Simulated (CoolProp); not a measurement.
100 sccm (0 °C, 1 atm) of nitrogen bubbles through liquid hexamethyldisiloxane (MM) at 281.1 K and leaves saturated at a total pressure of 0.0352 MPa (ideal gas phase). Each further row changes one setting.

Model: reference Helmholtz-energy equation of state, Thol 2016, in CoolProp.

| case | vapour pressure (kPa) | mole fraction of vapour | delivery (mg/min) | delivery (sccm) | change of delivery for a bath 1 K warmer (%) |
|---|---|---|---|---|---|
| as stated | 2.20 | ___ | 48.3 | 6.66 | ___ |
| bath temperature 286.1 K | 2.93 | 0.0832 | 65.8 | 9.08 | 6.3 |
| total pressure 0.0704 MPa | 2.20 | 0.0312 | ___ | 3.22 | ___ |

Question: What belongs in the gaps?

Answer: 
- as stated, mole fraction of vapour: 0.0625
- as stated, change of delivery for a bath 1 K warmer (%): 6.4
- total pressure 0.0704 MPa, delivery (mg/min): 23.4
- total pressure 0.0704 MPa, change of delivery for a bath 1 K warmer (%): 6.2
